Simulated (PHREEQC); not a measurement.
1 kg of water holding 0.002 mol Na2B4O7, 0.41 mol KCl and 0.19 mol Na2SO4 is evaporated at 25 °C; the solids stay in contact with the brine. CO2 from the air is kept out. Solids allowed: Arcanite, Glaserite, Halite, Mirabilite, Misenite, Sylvite, Thenardite, Borax, Boric_acid,s, KB5O8:4H2O, K2B4O7:4H2O, NaBO2:4H2O, NaB5O8:5H2O, Teepleite. Others were left out.

The series has 23 steps of water left (kg), from 1 to 0.01335.

The numbers come from PHREEQC with the Pitzer model, pitzer.dat.

**Question.** Which solids form, in which order, and at which step of the series does each first stand?

**Answer.** Glaserite from water left = 0.2082 kg (pH 8.85); Halite from water left = 0.05282 kg (pH 8.44); Sylvite from water left = 0.05282 kg (pH 8.44); Borax from water left = 0.02939 kg (pH 8.49).

Complexes and solids missing from the database can't appear.
